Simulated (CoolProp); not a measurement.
Properties of R1336mzz(E) along the isotherm 410 K.

Values from CoolProp's reference Helmholtz-energy equation of state, Akasaka 2023.

```json
[
 {"p (MPa)": "0.475", "phase": "gas", "density (kg/m³)": "24.32", "cp (kJ/(kg K))": "0.9364", "expansivity (1/kK)": "3.044", "fugacity coefficient": "0.9426"},
 {"p (MPa)": "0.95", "phase": "gas", "density (kg/m³)": "52.25", "cp (kJ/(kg K))": "0.9757", "expansivity (1/kK)": "3.900", "fugacity coefficient": "0.8866"},
 {"p (MPa)": "1.43", "phase": "gas", "density (kg/m³)": "85.73", "cp (kJ/(kg K))": "1.036", "expansivity (1/kK)": "5.222", "fugacity coefficient": "0.8311"},
 {"p (MPa)": "1.9", "phase": "gas", "density (kg/m³)": "126.6", "cp (kJ/(kg K))": "1.137", "expansivity (1/kK)": "7.460", "fugacity coefficient": "0.7775"},
 {"p (MPa)": "2.38", "phase": "gas", "density (kg/m³)": "183.9", "cp (kJ/(kg K))": "1.366", "expansivity (1/kK)": "12.52", "fugacity coefficient": "0.7229"},
 {"p (MPa)": "2.85", "phase": "supercritical", "density (kg/m³)": "285.6", "cp (kJ/(kg K))": "2.366", "expansivity (1/kK)": "34.56", "fugacity coefficient": "0.6678"},
 {"p (MPa)": "3.33", "phase": "supercritical", "density (kg/m³)": "667.7", "cp (kJ/(kg K))": "3.876", "expansivity (1/kK)": "58.03", "fugacity coefficient": "0.6034"},
 {"p (MPa)": "3.8", "phase": "supercritical", "density (kg/m³)": "778.8", "cp (kJ/(kg K))": "2.061", "expansivity (1/kK)": "18.88", "fugacity coefficient": "0.5454"},
 {"p (MPa)": "4.28", "phase": "supercritical", "density (kg/m³)": "828.1", "cp (kJ/(kg K))": "1.744", "expansivity (1/kK)": "12.36", "fugacity coefficient": "0.4983"},
 {"p (MPa)": "4.75", "phase": "supercritical", "density (kg/m³)": "860.3", "cp (kJ/(kg K))": "1.609", "expansivity (1/kK)": "9.660", "fugacity coefficient": "0.4612"},
 {"p (MPa)": "5.23", "phase": "supercritical", "density (kg/m³)": "885.5", "cp (kJ/(kg K))": "1.529", "expansivity (1/kK)": "8.087", "fugacity coefficient": "0.4301"},
 {"p (MPa)": "5.7", "phase": "supercritical", "density (kg/m³)": "905.6", "cp (kJ/(kg K))": "1.477", "expansivity (1/kK)": "7.076", "fugacity coefficient": "0.4047"}
]
```

The peak of cp marks the crossing from liquid-like to gas-like fluid above the critical point.
